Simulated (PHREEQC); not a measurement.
0.013 g of hydrous ferric oxide (600 m²/g; 0.2 weak and 0.005 strong sites per Fe, Dzombak-Morel constants, diffuse double layer) in 1 kg of water with 0.001 mol/kgw of an inert sodium salt and 5.6e-05 mol/kgw BaCl2, at 25 °C; the pH is set by adding NaOH or the inert anion's acid. Oxygen alone is held at its pressure in air (log pO2 = -0.68). The system is closed to CO2. Precipitation was switched off in this run.

Base run: PHREEQC, ion-association model, wateq4f.dat. Each further column changes one thing. The table gives surface charge σ (C/m²).

| pH | base | background salt from 0.001 to 0.0001 mol/kgw | oxide from 0.013 to 0.065 g/kgw |
|---|---|---|---|
| 3 | 0.256 | 0.229 | 0.257 |
| 4 | 0.122 | 0.082 | 0.123 |
| 4.5 | 0.082 | 0.049 | 0.082 |
| 5.5 | 0.033 | 0.018 | 0.033 |
| 6 | 0.020 | 0.010 | 0.020 |
| 7 | 0.006 | 0.003 | 0.006 |
| 8 | 0.001 | 0.000 | 0.001 |
| 8.5 | -0.001 | -0.001 | -0.001 |
| 9.5 | -0.007 | -0.003 | -0.007 |
| 10 | -0.008 | -0.004 | -0.009 |
| 11 | -0.012 | -0.009 | -0.021 |

The oxide is taken as insoluble; below pH 4 it would dissolve.
